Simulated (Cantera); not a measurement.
What does this Cantera script print?

```python
import numpy as np
import cantera as ct

gas = ct.Solution("gri30.yaml")


def delay(T, t_max=10):
    gas.TPX = T, 101325, {'CH4': 1, 'O2': 2.6, 'N2': 9.77}
    reactor = ct.IdealGasReactor(gas, clone=False)
    net = ct.ReactorNet([reactor])
    net.rtol, net.atol = 1e-8, 1e-16
    while net.time < t_max:
        t_old, T_old = net.time, reactor.T
        net.step()
        if reactor.T > T + 400:  # ignition: a rise of 400 K
            return t_old + (T + 400 - T_old) / (reactor.T - T_old) * (net.time - t_old)
    return np.nan


taus = []
for T in [1200, 1300, 1400, 1500, 1600, 1700]:
    taus.append(delay(T))
    print(f"T0 = {T:6g} K   tau = {taus[-1]:.4e} s")
```

It prints:

```
T0 =   1200 K   tau = 3.7921e-02 s
T0 =   1300 K   tau = 9.7010e-03 s
T0 =   1400 K   tau = 2.8836e-03 s
T0 =   1500 K   tau = 1.0056e-03 s
T0 =   1600 K   tau = 4.1267e-04 s
T0 =   1700 K   tau = 1.9468e-04 s
```

Detailed kinetics in Cantera: GRI-Mech 3.0 (53 species, 325 reactions).
